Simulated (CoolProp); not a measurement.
Model: reference Helmholtz-energy equation of state, Thol 2019, in CoolProp.

Q: Give the vapour pressure (bar), vapour density (kg/m³), surface tension (mN/m), vapour viscosity (µPa s) of saturated n-hexane at 443.7 K.

A: 
```json
[
 {"T (K)": "443.7", "p (bar)": "11.0", "vapour density (kg/m³)": "34.7", "surface tension (mN/m)": "4.11", "vapour viscosity (µPa s)": "10.7"}
]
```

Viscosity comes from a separate model (Michailidou 2013). Surface tension comes from a separate correlation (Mulero 2012).
